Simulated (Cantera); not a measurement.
An adiabatic, constant-pressure homogeneous reactor starts with H2 : O2 : N2 = 1 : 1.14 : 4.27 (molar parts), equivalence ratio 0.44, at 1423 K and 3750 Torr. Integrator tolerance rtol = 1e-08.

Model: the H2/O2 subset of GRI-Mech 3.0, which has no nitrogen chemistry, integrated in Cantera. The hydrogen kinetics of GRI-Mech 3.0 are dated; newer H2 mechanisms differ, most at raised pressure.

Problem. What does this change do: H2 1 to 0.71 parts?

Solution. 
| quantity | before | after |
|---|---|---|
| time of steepest temperature rise | 4.03 µs | 4.44 µs |
| temperature at 2.00 s | 2459 K | 2221 K |
| equilibrium temperature | 2459 K | 2221 K |
| x(H2) at 2.00 s | 0.00110 (gas-phase equilibrium 0.00110) | 0.000192 (gas-phase equilibrium 0.000192) |
| x(O2) at 2.00 s | 0.105 (gas-phase equilibrium 0.105) | 0.135 (gas-phase equilibrium 0.135) |
| x(H) at 2.00 s | 0.000313 (gas-phase equilibrium 0.000313) | 3.95e-5 (gas-phase equilibrium 3.95e-5) |
| x(OH) at 2.00 s | 0.00915 (gas-phase equilibrium 0.00915) | 0.00357 (gas-phase equilibrium 0.00357) |
| x(O) at 2.00 s | 0.00173 (gas-phase equilibrium 0.00173) | 0.000509 (gas-phase equilibrium 0.000509) |
| x(H2O2) at 2.00 s | 7.61e-7 (gas-phase equilibrium 7.61e-7) | 3.57e-7 (gas-phase equilibrium 3.57e-7) |
| x(HO2) at 2.00 s | 1.46e-5 (gas-phase equilibrium 1.46e-5) | 7.47e-6 (gas-phase equilibrium 7.47e-6) |

Problem. What does this change do: constant volume in place of constant pressure?

Solution. 
```json
[
 {"quantity": "time of steepest temperature rise", "before": "4.03 µs", "after": "3.96 µs"},
 {"quantity": "temperature at 2.00 s", "before": "2459 K", "after": "2654 K"},
 {"quantity": "equilibrium temperature", "before": "2459 K", "after": "2654 K"},
 {"quantity": "x(H2) at 2.00 s", "before": "0.00110 (gas-phase equilibrium 0.00110)", "after": "0.00202 (gas-phase equilibrium 0.00202)"},
 {"quantity": "x(O2) at 2.00 s", "before": "0.105 (gas-phase equilibrium 0.105)", "after": "0.104 (gas-phase equilibrium 0.104)"},
 {"quantity": "x(H) at 2.00 s", "before": "0.000313 (gas-phase equilibrium 0.000313)", "after": "0.000733 (gas-phase equilibrium 0.000733)"},
 {"quantity": "x(OH) at 2.00 s", "before": "0.00915 (gas-phase equilibrium 0.00915)", "after": "0.0140 (gas-phase equilibrium 0.0140)"},
 {"quantity": "x(O) at 2.00 s", "before": "0.00173 (gas-phase equilibrium 0.00173)", "after": "0.00326 (gas-phase equilibrium 0.00326)"},
 {"quantity": "x(H2O2) at 2.00 s", "before": "7.61e-7 (gas-phase equilibrium 7.61e-7)", "after": "1.45e-6 (gas-phase equilibrium 1.45e-6)"},
 {"quantity": "x(HO2) at 2.00 s", "before": "1.46e-5 (gas-phase equilibrium 1.46e-5)", "after": "2.65e-5 (gas-phase equilibrium 2.65e-5)"}
]
```

Problem. What does this change do: pressure from 3750 Torr to 13500 Torr?

Solution. 
| quantity | before | after |
|---|---|---|
| time of steepest temperature rise | 4.03 µs | 1.74 µs |
| temperature at 2.00 s | 2459 K | 2477 K |
| equilibrium temperature | 2459 K | 2477 K |
| x(H2) at 2.00 s | 0.00110 (gas-phase equilibrium 0.00110) | 0.000637 (gas-phase equilibrium 0.000637) |
| x(O2) at 2.00 s | 0.105 (gas-phase equilibrium 0.105) | 0.106 (gas-phase equilibrium 0.106) |
| x(H) at 2.00 s | 0.000313 (gas-phase equilibrium 0.000313) | 0.000136 (gas-phase equilibrium 0.000136) |
| x(OH) at 2.00 s | 0.00915 (gas-phase equilibrium 0.00915) | 0.00708 (gas-phase equilibrium 0.00708) |
| x(O) at 2.00 s | 0.00173 (gas-phase equilibrium 0.00173) | 0.000998 (gas-phase equilibrium 0.000998) |
| x(H2O2) at 2.00 s | 7.61e-7 (gas-phase equilibrium 7.61e-7) | 1.52e-6 (gas-phase equilibrium 1.52e-6) |
| x(HO2) at 2.00 s | 1.46e-5 (gas-phase equilibrium 1.46e-5) | 2.13e-5 (gas-phase equilibrium 2.13e-5) |
The pressure lies above the range GRI-Mech 3.0 was tuned for (to about 10 atm).
